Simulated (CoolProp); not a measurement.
Computed with CoolProp (reference Helmholtz-energy equation of state, de Reuck 1993).

**Question.** For methanol, give the phase and the density (kg/m³), cp (kJ/(kg K)), isothermal compressibility (1/MPa) at 266.5 K and 948 kPa; 266.5 K and 1260 kPa.

**Answer.** 
- 266.5 K and 948 kPa: liquid; density 817, cp 2.37, isothermal compressibility 0.00101
- 266.5 K and 1260 kPa: liquid; density 817, cp 2.37, isothermal compressibility 0.00101
